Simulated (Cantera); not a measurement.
A closed system holds: 1 mol BN, 8.3 mol HCl, 4.5 mol N₂, equilibrated at 1150 °C and 54.0 mbar.

Cantera equilibrium calculation (NASA polynomials, part measured and part estimated; ideal gas, pure solids and liquids). Candidate condensed phases: B, BN, NH₄Cl; 21 gas species. Gases not in the tables: BHCl₂. The numbers say what is thermodynamically allowed, not how fast it happens.

Base state: HCl 0.603, N₂ 0.359, H₂ 0.0229, BCl₃ 0.0152, Cl 9.32e-5 (mole fractions); condensed: BN(s).

Problem. What changes in the equilibrium state with this change: temperature from 1150 °C to 975 °C?

Solution. 
| species | before | after |
|---|---|---|
| HCl | 0.603 | 0.623 |
| N₂ | 0.359 | 0.356 |
| H₂ | 0.0229 | 0.0128 |
| BCl₃ | 0.0152 | 0.00854 |
| Cl | 9.32e-5 | 9.46e-6 |
| BN(s), mol | 0.805 | 0.891 |
